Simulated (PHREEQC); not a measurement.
**Hard or scaling water: an equilibrium model**

A solution holds 10 mmol/kgw MgCl2, 0.096 mmol/kgw Na2HPO4 and 0.3 mmol/kgw NaCl, at 25 °C. Closed to the air; pH follows from the charge balance.

Computed with PHREEQC (ion-association model, wateq4f.dat).

No solid was allowed to form.

Predict the pH.

pH 7.61.

In which forms is P present?

MgHPO4 58 %, HPO4-2 28 %, H2PO4- 6.8 %, MgPO4- 6.5 %, MgH2PO4+ 1.2 % of the P.

H3PO4, which wateq4f.dat lacks, is added to it with the constant of phreeqc.dat.
